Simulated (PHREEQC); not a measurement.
# Copper plating or etch bath: speciation

Make-up at 25 °C: 0.051 mol Cu(NO3)2, 0.082 mol HCl and 0.13 mol KCl per kg of water. Closed to the air; pH follows from the charge balance.

Computed with PHREEQC (ion-association model, phreeqc.dat).

Each row changes one thing in this solution. No solid was allowed to form.

```csv
case,pH,SI of Sylvite (KCl)
as made,1.20,-2.82
Cu(NO3)2 left out,?,?
diluted 5-fold with water,?,?
diluted 2-fold with water,1.48,-3.35
diluted 100-fold with water,?,-6.52
Cu(NO3)2 from 0.051 to 0.102 mol/kgw,1.20,-2.86
KCl from 0.13 to 0.26 mol/kgw,1.20,-2.34
```

Q: Complete the blanks.

A: 
- Cu(NO3)2 left out, pH: 1.19
- Cu(NO3)2 left out, SI of Sylvite (KCl): -2.76
- diluted 5-fold with water, pH: 1.86
- diluted 5-fold with water, SI of Sylvite (KCl): -4.07
- diluted 100-fold with water, pH: 3.11

Species that the database lacks are ignored.
